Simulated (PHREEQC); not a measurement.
1.2 g of hydrous ferric oxide (600 m²/g; 0.2 weak and 0.005 strong sites per Fe, Dzombak-Morel constants, diffuse double layer) in 1 kg of water with 0.05 mol/kgw of an inert sodium salt and 0.00019 mol SrCl2, 0.0062 mol NiCl2 and 1.4e-05 mol NaF, at 25 °C; the pH is set by adding NaOH or the inert anion's acid. Oxygen is held at 0.21 atm. No CO2 enters from the air. Precipitation was switched off in this run.

All values are PHREEQC results (ion-association model, wateq4f.dat), not measurements.

```csv
pH,Sr sorbed (%),Ni sorbed (%),F sorbed (%),surface charge σ (C/m²),surface potential ψ (mV)
4,0.0,0.0,95.1,0.306,153
5,0.0,0.8,91.1,0.197,131
6,0.0,5.0,76.9,0.110,102
6.5,0.0,13.0,68.5,0.100,98
7.5,0.0,25.4,38.5,0.107,101
8.5,0.0,28.4,7.1,0.107,102
9.5,0.0,28.0,0.8,0.096,97
10,0.1,26.4,0.3,0.070,82
11,7.0,22.9,0.0,0.014,22
12,95.2,17.6,0.0,-0.042,-54
```

Along this series the solution becomes supersaturated in solids that the run did not let form, among them Ni(OH)2.
